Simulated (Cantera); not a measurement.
A closed system holds: 1 mol Si3N4, 1.4 mol H2O, at 0.00133 bar.

Equilibrium computed with Cantera from the NASA thermochemical tables; the gas is ideal and each condensed phase is pure. Candidate condensed phases: H2O, Si, SiO2, Si2N2O, Si3N4; 35 gas species. Mutual solubility and eutectic melting of coexisting phases are not modelled. Kinetics and transport are ignored. All values below are at 1673 K.

Base state: H2 0.608, N2 0.325, SiO 0.0640, H 0.00243, Si 0.000313, SiH 1.51e-5 (mole fractions); condensed: Si(s) + Si2N2O(s).

Question: What changes in the equilibrium state with this change: pressure from 0.00133 bar to 0.0570 bar?

Answer: 
```tsv
species	before	after
H2	0.608	0.749
N2	0.325	0.250
H	0.00243	0.000413
SiO	0.0640	0.000268
Si	0.000313	1.24e-6
SiH	1.51e-5	4.34e-7
Si(s), mol	0.346	0
Si2N2O(s), mol	1.25	1.40
Si3N4(s), mol	0	0.0668
```
